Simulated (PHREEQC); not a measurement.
Synthetic water in mmol/kgw, 25 °C, pH 7.07, pe 0.3:

```json
[
 {"constituent": "Na", "mmol/kgw": "0.28"},
 {"constituent": "K", "mmol/kgw": "0.0251"},
 {"constituent": "Ca", "mmol/kgw": "0.162"},
 {"constituent": "Mg", "mmol/kgw": "1.68"},
 {"constituent": "Cl", "mmol/kgw": "0.529"},
 {"constituent": "S(6)", "mmol/kgw": "0.186"},
 {"constituent": "Alkalinity (meq/kgw)", "mmol/kgw": "0.805"},
 {"constituent": "N(-3)", "mmol/kgw": "0.00126"}
]
```

Valence states are taken as typed.

All values are PHREEQC results (ion-association model, phreeqc.dat), not measurements.

No solid was allowed to form.

Order these S species by the share of S that they hold, largest first: CaSO4, MgSO4, SO4-2.

SO4-2 (81 %), MgSO4 (17 %), CaSO4 (1.3 %)

Order these C species by the share of C that they hold, largest first: MgHCO3+, CO2, CaHCO3+, HCO3-.

HCO3- (84 %), CO2 (15 %), MgHCO3+ (1.2 %), CaHCO3+ (0.13 %)

The pH is 7.07 and the ionic strength 0.00471 mol/kgw.
